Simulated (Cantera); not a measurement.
An adiabatic, constant-volume homogeneous reactor starts with CH4 : C2H6 : O2 : N2 = 1 : 0.23 : 4.84 : 18.2 (molar parts), equivalence ratio 0.58, at 1075 K and 4.93 atm. Integrator tolerance rtol = 1e-08.

Detailed kinetics in Cantera: GRI-Mech 3.0 (53 species, 325 reactions).

Problem. What does this change do: pressure from 4.93 atm to 0.237 atm?

Solution. 
| quantity | before | after |
|---|---|---|
| time of steepest temperature rise | 10.4 ms | 56.2 ms |
| temperature at 0.900 s | 2501 K | 2417 K |
| equilibrium temperature | 2501 K | 2417 K |
| x(CH4) at 0.900 s | <1e-12 (gas-phase equilibrium <1e-12) | <1e-12 (gas-phase equilibrium <1e-12) |
| x(C2H6) at 0.900 s | <1e-12 (gas-phase equilibrium <1e-12) | <1e-12 (gas-phase equilibrium <1e-12) |
| x(O2) at 0.900 s | 0.0758 (gas-phase equilibrium 0.0758) | 0.0769 (gas-phase equilibrium 0.0769) |
| x(H) at 0.900 s | 0.000193 (gas-phase equilibrium 0.000193) | 0.00104 (gas-phase equilibrium 0.00104) |
| x(OH) at 0.900 s | 0.00627 (gas-phase equilibrium 0.00627) | 0.0101 (gas-phase equilibrium 0.0101) |

Problem. What does this change do: initial temperature 1075 to 1775 K?

Solution. 
```json
[
 {"quantity": "time of steepest temperature rise", "before": "10.4 ms", "after": "7.74 µs"},
 {"quantity": "temperature at 0.900 s", "before": "2501 K", "after": "2882 K"},
 {"quantity": "equilibrium temperature", "before": "2501 K", "after": "2882 K"},
 {"quantity": "x(CH4) at 0.900 s", "before": "<1e-12 (gas-phase equilibrium <1e-12)", "after": "<1e-12 (gas-phase equilibrium <1e-12)"},
 {"quantity": "x(C2H6) at 0.900 s", "before": "<1e-12 (gas-phase equilibrium <1e-12)", "after": "<1e-12 (gas-phase equilibrium <1e-12)"},
 {"quantity": "x(O2) at 0.900 s", "before": "0.0758 (gas-phase equilibrium 0.0758)", "after": "0.0713 (gas-phase equilibrium 0.0713)"},
 {"quantity": "x(H) at 0.900 s", "before": "0.000193 (gas-phase equilibrium 0.000193)", "after": "0.00230 (gas-phase equilibrium 0.00230)"},
 {"quantity": "x(OH) at 0.900 s", "before": "0.00627 (gas-phase equilibrium 0.00627)", "after": "0.0178 (gas-phase equilibrium 0.0178)"}
]
```
